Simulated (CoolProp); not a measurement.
Properties of the fluoroketone C6F12O (FK-5-1-12) along the isotherm 191.85 °C (Tc = 168.7 °C, pc = 1.869 MPa, ω = 0.471).

The numbers come from the reference Helmholtz-energy equation of state, McLinden 2015 in CoolProp.

| p (MPa) | phase | Z | speed of sound (m/s) | Joule-Thomson coefficient (K/MPa) | expansivity (1/kK) | fugacity coefficient |
|---|---|---|---|---|---|---|
| 0.0779 | gas | 0.9879 | 110.8 | 6.927 | 2.249 | 0.9880 |
| 0.156 | gas | 0.9756 | 109.5 | 7.047 | 2.355 | 0.9760 |
| 0.234 | gas | 0.9632 | 108.2 | 7.174 | 2.468 | 0.9642 |
| 0.312 | gas | 0.9507 | 106.9 | 7.307 | 2.589 | 0.9524 |
| 0.389 | gas | 0.9381 | 105.5 | 7.446 | 2.717 | 0.9408 |
| 0.467 | gas | 0.9252 | 104.2 | 7.594 | 2.857 | 0.9292 |
| 0.545 | gas | 0.9121 | 102.8 | 7.751 | 3.008 | 0.9176 |
| 0.623 | gas | 0.8988 | 101.3 | 7.918 | 3.171 | 0.9061 |
| 0.701 | gas | 0.8852 | 99.86 | 8.094 | 3.348 | 0.8946 |
| 0.779 | gas | 0.8713 | 98.35 | 8.281 | 3.541 | 0.8832 |
| 0.857 | gas | 0.8572 | 96.81 | 8.481 | 3.752 | 0.8719 |
| 0.935 | gas | 0.8428 | 95.22 | 8.693 | 3.983 | 0.8606 |
